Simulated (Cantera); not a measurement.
## Ignition delay

Mixture: 12.7 % CO, 0.840 % H2, 14.1 % O2, 53.2 % N2, 19.1 % H2O, at 0.553 atm, adiabatic and at constant pressure. Ignition delay is the time to a rise of 400 K.

Detailed kinetics in Cantera: GRI-Mech 3.0 (53 species, 325 reactions). Where the delays flatten at high temperature, the 400 K rule measures the pace of heat release, not the induction time.

| T0 (K) | delay (ms) |
|---|---|
| 1050 | 1.79 |
| 1125 | 0.704 |
| 1200 | 0.425 |
| 1275 | 0.307 |
| 1350 | 0.246 |
| 1425 | 0.212 |
| 1500 | 0.194 |
| 1575 | 0.187 |
| 1650 | 0.188 |
| 1725 | 0.196 |
